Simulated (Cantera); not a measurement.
An isothermal, constant-pressure homogeneous reactor starts with 28.1 % H2, 71.9 % O2, at 1425 K and 27.0 Torr.

Detailed kinetics in Cantera: the H2/O2 subset of GRI-Mech 3.0, which has no nitrogen chemistry. Radical loss at walls, strong at low pressure, is not modelled. The temperature is held fixed by assumption; the heat of reaction is taken as removed at once.

One state of this run: x H2 = 6.32e-5; x O2 = 0.673; x O = 0.000271; x HO2 = 1.03e-6; x H2O = 0.325. x: mole fraction; the columns are a selection and need not sum to one.

Which value of t (s) does it belong to?
(A) 0.000928
(B) 0.0120
(C) 0.0431
(D) 0.000258

C, 0.0431
